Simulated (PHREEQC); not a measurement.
## Alkaline etch or developer (model solution)

Make-up at 25 °C: 17 mmol/kgw NaOH and 45 mmol/kgw NaAlO2. Closed to the air; pH follows from the charge balance.

Equilibrium calculation in PHREEQC: ion-association model, phreeqc.dat.

This is a speciation only: nothing precipitates in the calculation.

### Question
What pH, ionic strength does the model give?

### Answer
pH 12.13; ionic strength 0.0620 mol/kgw.

Examples of supersaturated solids here: Gibbsite (slow to form). Others may be too.
